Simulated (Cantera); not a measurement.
# Adiabatic ignition

An adiabatic, constant-pressure homogeneous reactor starts with CH4 : C2H6 : O2 : N2 : H2O = 1 : 0.055 : 2.85 : 10.7 : 3.7 (molar parts), at 1700 K and 2.20 bar.

Computed with Cantera and GRI-Mech 3.0 (53 species, 325 reactions).

| t (s) | T (K) | x CH4 | x C2H6 | x O2 | x CO2 | x C2H |
|---|---|---|---|---|---|---|
| 6.00e-6 | 1697 | 0.0544 | 0.00262 | 0.155 | 1.78e-6 | <1e-12 |
| 1.63e-5 | 1699 | 0.0527 | 0.00220 | 0.154 | 2.96e-5 | 8.13e-11 |
| 4.45e-5 | 1765 | 0.0375 | 0.00135 | 0.141 | 0.000524 | 3.08e-8 |
| 0.000121 | 2569 | <1e-12 | <1e-12 | 0.0404 | 0.0479 | <1e-12 |
| 0.000330 | 2595 | <1e-12 | <1e-12 | 0.0393 | 0.0494 | <1e-12 |
| 0.000899 | 2594 | <1e-12 | <1e-12 | 0.0388 | 0.0494 | <1e-12 |
| 0.00245 | 2590 | <1e-12 | <1e-12 | 0.0377 | 0.0494 | <1e-12 |
| 0.00667 | 2585 | <1e-12 | <1e-12 | 0.0360 | 0.0494 | <1e-12 |
| 0.0182 | 2583 | <1e-12 | <1e-12 | 0.0354 | 0.0494 | <1e-12 |
| 0.0495 | 2583 | <1e-12 | <1e-12 | 0.0353 | 0.0494 | <1e-12 |
| 0.135 | 2583 | <1e-12 | <1e-12 | 0.0353 | 0.0494 | <1e-12 |
| 0.367 | 2583 | <1e-12 | <1e-12 | 0.0353 | 0.0494 | <1e-12 |
| 1.00 | 2583 | <1e-12 | <1e-12 | 0.0353 | 0.0494 | <1e-12 |
x: mole fraction; the columns are a selection and need not sum to one.

| Item | Value |
|---|---|
| time of steepest temperature rise | 57.2 µs |
| temperature at 1.00 s | 2583 K |
| equilibrium temperature | 2583 K |
| x(CH4) at 1.00 s | <1e-12 (gas-phase equilibrium <1e-12) |
| x(C2H6) at 1.00 s | <1e-12 (gas-phase equilibrium <1e-12) |
| x(O2) at 1.00 s | 0.0353 (gas-phase equilibrium 0.0353) |
